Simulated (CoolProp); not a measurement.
Values from CoolProp's reference Helmholtz-energy equation of state, Tillner-Roth 1997.

### Question
Give the vapour pressure (bar), surface tension (mN/m), liquid conductivity (mW/(m K)) of saturated CH2F2 (R32) at 255.4, 310.4 K.

### Answer
```csv
T (K),p (bar),surface tension (mN/m),liquid conductivity (mW/(m K))
255.4,4.41,14.2,168
310.4,23.2,4.90,124
```

Thermal conductivity comes from a separate model (Huber 2003), an estimate that may be off by 10 % or more. Surface tension comes from a separate correlation (Mulero 2012).
